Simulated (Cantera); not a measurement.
Mixture: CH4 : H2 : O2 : N2 = 1 : 0.47 : 5.45 : 20.5 (molar parts), equivalence ratio 0.41, at 2030 Torr, adiabatic and at constant pressure. Ignition delay is the time to a rise of 400 K.

Detailed kinetics in Cantera: GRI-Mech 3.0 (53 species, 325 reactions). Below about 1000 K GRI-Mech 3.0 lacks low-temperature oxidation paths. Below about 950 K walls govern HO2 and H2O2 in real vessels.

Task: What does this change do: constant volume in place of constant pressure?

Result: 
| quantity | before | after |
|---|---|---|
| delay at 873 K | 1.27 s | 1.19 s |
| delay at 1073 K | 3.85 ms | 3.51 ms |
| delay at 1273 K | 0.448 ms | 0.416 ms |
| delay at 1473 K | 0.108 ms | 0.102 ms |
| apparent activation energy between 1373 and 1573 K | 110 kJ/mol | 110 kJ/mol |

Task: What does this change do: pressure from 2030 Torr to 7500 Torr?

Result: 
| quantity | before | after |
|---|---|---|
| delay at 873 K | 1.27 s | 0.589 s |
| delay at 1073 K | 3.85 ms | 4.05 ms |
| delay at 1273 K | 0.448 ms | 0.200 ms |
| delay at 1473 K | 0.108 ms | 41.6 µs |
| apparent activation energy between 1373 and 1573 K | 110 kJ/mol | 120 kJ/mol |
